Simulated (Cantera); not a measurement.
A closed system holds: 1 mol SiH₄, 51 mol N₂, 0.082 mol Cl₂, equilibrated at 1 atm.

Method: chemical equilibrium by Gibbs-energy minimisation in Cantera with the NASA 1993 tables (ideal gas, pure condensed phases). Candidate condensed phases: NH₄Cl, Si, Si₃N₄; 28 gas species. N₂ is the only nitrogen source here; it is nearly inert below about 1500 K, so the nitride shown seldom forms there in practice. Kinetics and transport are ignored. All values below are at 1425 K.

Base state: N₂ 0.960, H₂ 0.0366, HCl 0.00313 (mole fractions); condensed: Si₃N₄(s).

**Question.** What changes in the equilibrium state with this change: Cl₂ from 0.082 to 0.54 mol?

**Answer.** 
```csv
species,before,after
N₂,0.960,0.952
H₂,0.0366,0.0277
HCl,0.00313,0.0203
SiCl₄,6.98e-9,2.16e-5
SiCl₃,2.60e-8,1.08e-5
SiCl₂,3.82e-7,2.13e-5
"Si₃N₄(s), mol",0.333,0.332
```
The tables' values for SiCl₃ are old estimates; treat these amounts as uncertain.
